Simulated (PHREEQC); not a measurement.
0.17 g of hydrous ferric oxide (600 m²/g; 0.2 weak and 0.005 strong sites per Fe, Dzombak-Morel constants, diffuse double layer) in 1 kg of water with 0.005 mol/kgw of an inert sodium salt and 1.5e-05 mol/kgw Na2HAsO4, 3.9e-06 mol/kgw Na2SO4 and 0.00067 mol/kgw ZnCl2, at 25 °C; the pH is set by adding NaOH or the inert anion's acid. O2 is buffered at 0.21 atm. No CO2 enters from the air. Precipitation was switched off in this run.

The numbers come from PHREEQC with the ion-association model, wateq4f.dat.

Q: Predict S sorbed (%), Zn sorbed (%) at pH = 5.33, 9.33, 11.33.

A: 
| pH | S sorbed (%) | Zn sorbed (%) |
|---|---|---|
| 5.33 | 97.6 | 1.3 |
| 9.33 | 0.2 | 31.6 |
| 11.33 | 0.0 | 28.9 |

Along this series the solution becomes supersaturated in solids that the run did not let form, among them Zn(OH)2-e, Zn4(OH)6SO4, Zn5(OH)8Cl2. The database has no arsenate complexes of Zn.
